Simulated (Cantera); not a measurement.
Input (Python, Cantera) and output of one run.

```python
import numpy as np
import cantera as ct

gas_names = [...]  # 95 gases of nasa_gas.yaml made of C, F, H
cond_names = """
    C(gr) C6H6(L) C7H8(L) C8H18(L),n-octa
""".split()


# ... load() reads the species with a 1 bar reference pressure and builds the phases ...
atoms = {
    'CHF3': {'C': 1, 'H': 1, 'F': 3},
    'F2': {'F': 2},
    'H2': {'H': 2},
}
top_T = {'C(gr)': 4500}  # K; cautious upper limits of use, not melting points


# ... equilibrate(T, P, feed) seeds the gas with the atoms and calls Mixture.equilibrate('TP', solver="vcs", rtol=1e-11, max_steps=5000) ...
results = []
feed = {'CHF3': 1, 'F2': 2.4, 'H2': 0.22}  # mol
P = 8100  # Pa
for T in [875, 950, 1025, 1100, 1175, 1250, 1325, 1400, 1475, 1550]:
    mix = equilibrate(T, P, feed)
    results.append((T, P, feed, dict(zip(mix.species_names, mix.species_moles))))
    x = sorted(zip(gas.X, gas.species_names), reverse=True)
    print(f"T = {T:g} K  P = {P:g} Pa  gas = {mix.phase_moles(0):.4g} mol")
    print("   x: " + "  ".join(f"{s} {v:.3e}" for v, s in x if v > 1e-06))
    print("   condensed (mol): " + ("  ".join(f"{mix.phase(i).name} {mix.phase_moles(i):.4g}"
          for i in range(1, mix.n_phases) if mix.phase_moles(i) > 1e-12) or "none"))
```

Output:

```
T = 875 K  P = 8100 Pa  gas = 3.705 mol
   x: HF 3.887e-01  F2 2.957e-01  CF4 2.699e-01  F 4.565e-02
   condensed (mol): none
T = 950 K  P = 8100 Pa  gas = 3.818 mol
   x: HF 3.771e-01  CF4 2.619e-01  F2 2.571e-01  F 1.038e-01
   condensed (mol): none
T = 1025 K  P = 8100 Pa  gas = 4.011 mol
   x: HF 3.590e-01  CF4 2.493e-01  F2 1.968e-01  F 1.948e-01
   condensed (mol): none
T = 1100 K  P = 8100 Pa  gas = 4.263 mol
   x: HF 3.378e-01  F 3.017e-01  CF4 2.346e-01  F2 1.260e-01
   condensed (mol): none
T = 1175 K  P = 8100 Pa  gas = 4.5 mol
   x: F 3.911e-01  HF 3.200e-01  CF4 2.222e-01  F2 6.668e-02
   condensed (mol): none
T = 1250 K  P = 8100 Pa  gas = 4.655 mol
   x: F 4.447e-01  HF 3.093e-01  CF4 2.148e-01  F2 3.113e-02
   condensed (mol): none
T = 1325 K  P = 8100 Pa  gas = 4.733 mol
   x: F 4.704e-01  HF 3.042e-01  CF4 2.113e-01  F2 1.409e-02
   condensed (mol): none
T = 1400 K  P = 8100 Pa  gas = 4.769 mol
   x: F 4.817e-01  HF 3.020e-01  CF4 2.097e-01  F2 6.576e-03
   condensed (mol): none
T = 1475 K  P = 8100 Pa  gas = 4.784 mol
   x: F 4.868e-01  HF 3.010e-01  CF4 2.090e-01  F2 3.240e-03
   condensed (mol): none
T = 1550 K  P = 8100 Pa  gas = 4.792 mol
   x: F 4.891e-01  HF 3.005e-01  CF4 2.087e-01  F2 1.692e-03
   condensed (mol): none
```

These are equilibrium values from Cantera (NASA tables, ideal gas, pure condensed phases), not measurements of a reactor. Condensed phases not in the tables: fluorocarbon polymer. Gases not in the tables: C2F6 and larger saturated fluorocarbons.
